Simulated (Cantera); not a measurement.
A perfectly stirred reactor is fed with C₂H₆ : H₂ = 1 : 1.3 (molar parts), at 0.210 bar; it is held at 1823 K, and followed from long to short residence time.

Cantera simulation using GRI-Mech 3.0 (53 species, 325 reactions); the numbers are that mechanism's predictions, not measurements. GRI-Mech 3.0 stops at C3 and has no aromatics, soot or wall deposition, so with more carbon than oxygen in the feed, carbon stays in small species such as C2H2 where larger ones or solid carbon would form.

Task: Predict: x(C₂H₆) at τ = 0.520 s; x(H₂) at τ = 0.520 s; x(C₂H₄) at τ = 0.520 s; x(CH₃) at τ = 0.520 s; x(CH₂) at τ = 0.520 s; x(C₂H₆) at τ = 20.0 ms; x(H₂) at τ = 20.0 ms; x(C₂H₄) at τ = 20.0 ms; x(CH₃) at τ = 20.0 ms; x(CH₂) at τ = 20.0 ms.

Result: 
| Property | Result |
|---|---|
| x(C₂H₆) at τ = 0.520 s | 1.41e-5 |
| x(H₂) at τ = 0.520 s | 0.751 |
| x(C₂H₄) at τ = 0.520 s | 0.000803 |
| x(CH₃) at τ = 0.520 s | 0.000509 |
| x(CH₂) at τ = 0.520 s | 6.16e-7 |
| x(C₂H₆) at τ = 20.0 ms | 0.000300 |
| x(H₂) at τ = 20.0 ms | 0.713 |
| x(C₂H₄) at τ = 20.0 ms | 0.00240 |
| x(CH₃) at τ = 20.0 ms | 0.00239 |
| x(CH₂) at τ = 20.0 ms | 2.98e-6 |
